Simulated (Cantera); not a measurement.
Mixture: 11.6 % CO, 3.12 % H2, 17.9 % O2, 67.4 % N2, equivalence ratio 0.41, at 4880 Torr, adiabatic and at constant volume. Ignition delay is the time to a rise of 400 K.

Detailed kinetics in Cantera: GRI-Mech 3.0 (53 species, 325 reactions). The hydrogen kinetics of GRI-Mech 3.0 are dated; newer H2 mechanisms differ, most at raised pressure. Where the delays flatten at high temperature, the 400 K rule measures the pace of heat release, not the induction time.

Task: Predict: delay at 1000 K; delay at 1200 K; delay at 1400 K; delay at 1600 K; delay at 1800 K.

Result: 
* **delay at 1000 K**: 6.14 ms
* **delay at 1200 K**: 37.2 µs
* **delay at 1400 K**: 9.16 µs
* **delay at 1600 K**: 5.93 µs
* **delay at 1800 K**: 5.11 µs
